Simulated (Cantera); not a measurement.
Source: NASA polynomial tables (part measured, part estimated), evaluated in Cantera. Values are per mole of reaction as written; species without (g) are pure solids or liquids, kept so even where they would boil at 1 bar.

Nb + H2O2(g) → 2 H(g) + NbO2, with ΔH° = -222.6 kJ and ΔS° = 13.1 J/K at 300 K.

Task: How far is the shortcut ΔG° ≈ ΔH°(300 K) − T·ΔS°(300 K) from the full temperature-dependent value at 2175, 2325, 2475, 2625, 2775 K?

Result: 
```
T (K)  shortcut (kJ)  full (kJ)  difference (kJ)  difference in log10 K  condensed phases
-----  -------------  ---------  ---------------  ---------------------  ----------------
2175          -251.2     -335.9             84.7                  -2.03    Nb(s), NbO2(s)
2325          -253.2     -354.2            101.0                  -2.27    Nb(s), NbO2(l)
2475          -255.1     -372.6            117.5                  -2.48    Nb(s), NbO2(l)
2625          -257.1     -391.3            134.2                  -2.67    Nb(s), NbO2(l)
2775          -259.1     -409.9            150.8                  -2.84    Nb(l), NbO2(l)
```
The shortcut ignores heat capacities and the phase changes listed.
